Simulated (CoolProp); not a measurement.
Vapour-liquid equilibrium of n-butane (1) + R113 (2) at -21.65 °C; x and y are mole fractions of (1).

The numbers come from the multi-fluid Helmholtz-energy mixture model, Bücker 2006 and Marx 1992; pair parameters Bell 2016 in CoolProp.

Question: Give the bubble pressure and the first vapour's composition at x = 0.2, 0.275, 0.425. Is there an azeotrope?

Answer: x = 0.2: 0.01481 MPa, y = 0.739; x = 0.275: 0.01799 MPa, y = 0.802; x = 0.425: 0.02359 MPa, y = 0.874. No azeotrope shows between x = 0.05 and 0.95.

Pair parameters are fitted to limited data, so mixtures are less certain than the pure fluids.
